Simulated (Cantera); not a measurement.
Feed: 1 mol TiCl4, 0.12 mol H2O, at 1525 K and 0.0210 bar.

These are equilibrium values from Cantera (NASA tables, ideal gas, pure condensed phases), not measurements of a reactor. Candidate condensed phases: H2O, Ti, TiCl2, TiCl3, TiCl4, TiO, TiO2, Ti2O3, Ti3O5, Ti4O7; 23 gas species. Kinetics and transport are ignored.

Base state: TiCl4 0.766, HCl 0.200, TiCl3 0.0172, Cl 0.0152, Cl2 0.00102, TiOCl2 0.000125 (mole fractions); condensed: TiO2(rutile).

Q: What changes in the equilibrium state with this change: TiCl4 replaced by Ti(OiPr)4?

A: 
| species | before | after |
|---|---|---|
| H2 | 2.97e-6 | 0.774 |
| CO | 0 | 0.226 |
| H | 2.81e-7 | 0.000144 |
| TiCl4 | 0.766 | 0 |
| HCl | 0.200 | 0 |
| TiCl3 | 0.0172 | 0 |
| Cl | 0.0152 | 0 |
| Cl2 | 0.00102 | 0 |
| TiOCl2 | 0.000125 | 0 |
| CH4 | 0 | 2.87e-5 |
| TiO2(rutile), mol | 0.0599 | 0 |
| C(graphite), mol | 0 | 6.88 |
| TiC(s), mol | 0 | 1.00 |
The feed counts by its element totals alone. TiC: taken at fixed stoichiometry. Further candidate phases: C, C6H6, C7H8, C8H18, TiC.

Q: What changes in the equilibrium state with this change: temperature from 1525 K to 1423 K?

A: 
```csv
species,before,after
TiCl4,0.766,0.785
HCl,0.200,0.202
TiCl3,0.0172,0.00676
Cl,0.0152,0.00561
TiOCl2,0.000125,2.35e-5
Cl2,0.00102,0.000577
"TiO2(rutile), mol",0.0599,0.0600
```

Q: What changes in the equilibrium state with this change: H2O from 0.12 to 2.5 mol?

A: 
```tsv
species	before	after
HCl	0.200	0.885
H2O	5.35e-6	0.111
Cl	0.0152	0.00296
TiCl4	0.766	6.82e-7
TiCl3	0.0172	7.86e-8
TiOCl2	0.000125	1.18e-7
OH	1.57e-8	1.44e-5
H2	2.97e-6	0.00153
Cl2	0.00102	3.88e-5
TiO2(rutile), mol	0.0599	1.000
```
